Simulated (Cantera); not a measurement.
**Stirred combustor or abatement burner**

A perfectly stirred reactor is fed with C3H8 : O2 : N2 = 1 : 5.75 : 21.6 (molar parts), equivalence ratio 0.87, at 1.00 bar; it is adiabatic with a 675 K inlet, and is followed from long to short residence time, starting on the burning branch (τ in s: 0.026, 0.0097, 0.0035, 0.0013, 0.00047, 0.00017, 6.3e-05, 2.3e-05, 8.4e-06, 3.1e-06).

Computed with Cantera and GRI-Mech 3.0 (53 species, 325 reactions). GRI-Mech 3.0 was tuned for natural gas; its chemistry of propane as a main component is partial and can be far from experiment.

| τ (s) | T (K) | x C3H8 | x O2 | x CH4 | x OH | x CH3 | x NO |
|---|---|---|---|---|---|---|---|
| 0.026 | 2330 | 3.61e-7 | 0.0290 | 2.10e-7 | 0.00685 | 1.22e-6 | 0.00214 |
| 0.0097 | 2300 | 8.70e-7 | 0.0307 | 3.99e-7 | 0.00767 | 2.67e-6 | 0.00115 |
| 0.0035 | 2246 | 2.05e-6 | 0.0331 | 7.12e-7 | 0.00879 | 5.70e-6 | 0.000531 |
| 0.0013 | 2177 | 4.65e-6 | 0.0359 | 1.32e-6 | 0.00978 | 1.20e-5 | 0.000238 |
| 0.00047 | 2097 | 1.11e-5 | 0.0390 | 2.95e-6 | 0.0103 | 2.72e-5 | 0.000110 |
| 0.00017 | 2014 | 2.95e-5 | 0.0433 | 8.30e-6 | 0.0102 | 6.73e-5 | 5.59e-5 |
| 6.3e-5 | 1913 | 9.77e-5 | 0.0518 | 3.38e-5 | 0.00855 | 0.000198 | 2.77e-5 |
| 2.3e-5 | 675 | 0.0353 | 0.203 | <1e-12 | <1e-12 | <1e-12 | <1e-12 |
| 8.4e-6 | 675 | 0.0353 | 0.203 | <1e-12 | <1e-12 | <1e-12 | <1e-12 |
| 3.1e-6 | 675 | 0.0353 | 0.203 | <1e-12 | <1e-12 | <1e-12 | <1e-12 |
x: mole fraction; the columns are a selection and need not sum to one.
